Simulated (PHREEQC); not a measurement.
Na3PO4 is added in steps, without added water, to 1 kg of water holding 0.0001 mol/kgw Ag2SO4, 0.0022 mol/kgw NaNO3 and 0.0053 mol/kgw Zn(NO3)2, at 25 °C. O2 is buffered at 0.21 atm. No CO2 enters from the air. The run lets Zn(OH)2-e, Zn4(OH)6SO4, Zn3(PO4)2:4w, Ag2O, Ag3PO4, Ag2SO4, Mirabilite, Goslarite precipitate or redissolve, and no other solid.

Base run: PHREEQC, ion-association model, wateq4f.dat. Each further column changes one thing. The table gives pH.

```json
[
 {"Na3PO4 added (mol)": "0", "base": "5.72", "0.00018 mol/kgw NaHCO3 added": "6.72", "NaNO3 left out": "5.72", "no solid may form": "5.72"},
 {"Na3PO4 added (mol)": "0.002375", "base": "6.75", "0.00018 mol/kgw NaHCO3 added": "7.01", "NaNO3 left out": "6.74", "no solid may form": "8.28"},
 {"Na3PO4 added (mol)": "0.005938", "base": "9.11", "0.00018 mol/kgw NaHCO3 added": "9.11", "NaNO3 left out": "9.11", "no solid may form": "8.66"},
 {"Na3PO4 added (mol)": "0.008313", "base": "9.24", "0.00018 mol/kgw NaHCO3 added": "9.24", "NaNO3 left out": "9.24", "no solid may form": "8.93"},
 {"Na3PO4 added (mol)": "0.01188", "base": "10.69", "0.00018 mol/kgw NaHCO3 added": "10.63", "NaNO3 left out": "10.69", "no solid may form": "10.47"},
 {"Na3PO4 added (mol)": "0.01425", "base": "11.10", "0.00018 mol/kgw NaHCO3 added": "11.07", "NaNO3 left out": "11.10", "no solid may form": "10.91"},
 {"Na3PO4 added (mol)": "0.01781", "base": "11.35", "0.00018 mol/kgw NaHCO3 added": "11.34", "NaNO3 left out": "11.35", "no solid may form": "11.19"},
 {"Na3PO4 added (mol)": "0.02019", "base": "11.45", "0.00018 mol/kgw NaHCO3 added": "11.44", "NaNO3 left out": "11.45", "no solid may form": "11.30"},
 {"Na3PO4 added (mol)": "0.02375", "base": "11.55", "0.00018 mol/kgw NaHCO3 added": "11.54", "NaNO3 left out": "11.55", "no solid may form": "11.41"},
 {"Na3PO4 added (mol)": "0.02612", "base": "11.59", "0.00018 mol/kgw NaHCO3 added": "11.59", "NaNO3 left out": "11.60", "no solid may form": "11.47"},
 {"Na3PO4 added (mol)": "0.02969", "base": "11.65", "0.00018 mol/kgw NaHCO3 added": "11.65", "NaNO3 left out": "11.65", "no solid may form": "11.53"},
 {"Na3PO4 added (mol)": "0.03206", "base": "11.68", "0.00018 mol/kgw NaHCO3 added": "11.68", "NaNO3 left out": "11.68", "no solid may form": "11.57"},
 {"Na3PO4 added (mol)": "0.03562", "base": "11.72", "0.00018 mol/kgw NaHCO3 added": "11.72", "NaNO3 left out": "11.72", "no solid may form": "11.61"},
 {"Na3PO4 added (mol)": "0.038", "base": "11.74", "0.00018 mol/kgw NaHCO3 added": "11.74", "NaNO3 left out": "11.75", "no solid may form": "11.64"}
]
```

H3PO4, which wateq4f.dat lacks, is added to it with the constant of phreeqc.dat. The database has no phosphate complexes of Zn, Ag. The database's zinc carbonate complexes are estimates, stronger than later reviews accept. In at least one series the solution becomes supersaturated in solids that the run did not let form, among them Zn(OH)2-e, Zn4(OH)6SO4, Zn3(PO4)2:4w, Ag2O, Ag3PO4. Solids allowed in the column '0.00018 mol/kgw NaHCO3 added': Zn(OH)2-e, Smithsonite, Zn4(OH)6SO4, Zn3(PO4)2:4w, Ag2O, Ag2CO3, Ag3PO4, Ag2SO4, Mirabilite, Goslarite, Nahcolite, Natron.
